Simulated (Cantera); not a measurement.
An adiabatic, constant-volume homogeneous reactor starts with C2H4 : O2 : N2 : H2O = 1 : 1.36 : 12.4 : 0.91 (molar parts), equivalence ratio 2.2, at 1325 K and 6.00 bar.

Detailed kinetics in Cantera: GRI-Mech 3.0 (53 species, 325 reactions). GRI-Mech 3.0 was tuned for natural gas; its chemistry of ethylene as a main component is partial and can be far from experiment.

Question: Predict: time of steepest temperature rise; temperature at 4.00 s; equilibrium temperature; x(O2) at 4.00 s; x(H2O) at 4.00 s; x(HCO) at 4.00 s.

Answer: 
- time of steepest temperature rise = 56.3 µs
- temperature at 4.00 s = 2271 K
- equilibrium temperature = 2271 K
- x(O2) at 4.00 s = 2.09e-7 (gas-phase equilibrium 2.09e-7)
- x(H2O) at 4.00 s = 0.0782 (gas-phase equilibrium 0.0782)
- x(HCO) at 4.00 s = 1.73e-7 (gas-phase equilibrium 1.73e-7)
